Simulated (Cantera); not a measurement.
Cantera with NASA thermochemical tables; ideal gases at 1 bar, condensed phases pure. Values are per mole of reaction as written; species without (g) are pure solids or liquids, kept so even where they would boil at 1 bar.

11 O(g) + Si₃N₄ = 3 SiO(g) + 4 NO₂(g)

```json
[
 {"T (K)": "300", "ΔH° (kJ)": "(withheld)", "ΔS° (J/K)": "(withheld)", "ΔG° (kJ)": "(withheld)", "log10 K": "(withheld)"},
 {"T (K)": "825", "ΔH° (kJ)": "(withheld)", "ΔS° (J/K)": "(withheld)", "ΔG° (kJ)": "(withheld)", "log10 K": "(withheld)"},
 {"T (K)": "875", "ΔH° (kJ)": "-2206.9", "ΔS° (J/K)": "-378.9", "ΔG° (kJ)": "-1875.4", "log10 K": "111.95"},
 {"T (K)": "925", "ΔH° (kJ)": "-2210.4", "ΔS° (J/K)": "-382.8", "ΔG° (kJ)": "-1856.3", "log10 K": "104.83"},
 {"T (K)": "975", "ΔH° (kJ)": "(withheld)", "ΔS° (J/K)": "(withheld)", "ΔG° (kJ)": "(withheld)", "log10 K": "(withheld)"},
 {"T (K)": "1025", "ΔH° (kJ)": "-2217.3", "ΔS° (J/K)": "-389.9", "ΔG° (kJ)": "-1817.7", "log10 K": "92.63"},
 {"T (K)": "1075", "ΔH° (kJ)": "-2220.8", "ΔS° (J/K)": "-393.2", "ΔG° (kJ)": "-1798.1", "log10 K": "87.37"},
 {"T (K)": "1125", "ΔH° (kJ)": "-2224.4", "ΔS° (J/K)": "-396.5", "ΔG° (kJ)": "-1778.4", "log10 K": "82.57"},
 {"T (K)": "1175", "ΔH° (kJ)": "(withheld)", "ΔS° (J/K)": "(withheld)", "ΔG° (kJ)": "(withheld)", "log10 K": "(withheld)"}
]
```

Task: Complete the blanks.

Result: 
- 300, ΔH° (kJ): -2160.8
- 300, ΔS° (J/K): -289.9
- 300, ΔG° (kJ): -2073.9
- 300, log10 K: 361.08
- 825, ΔH° (kJ): -2203.4
- 825, ΔS° (J/K): -374.8
- 825, ΔG° (kJ): -1894.2
- 825, log10 K: 119.93
- 975, ΔH° (kJ): -2213.9
- 975, ΔS° (J/K): -386.4
- 975, ΔG° (kJ): -1837.1
- 975, log10 K: 98.42
- 1175, ΔH° (kJ): -2227.9
- 1175, ΔS° (J/K): -399.6
- 1175, ΔG° (kJ): -1758.5
- 1175, log10 K: 78.17
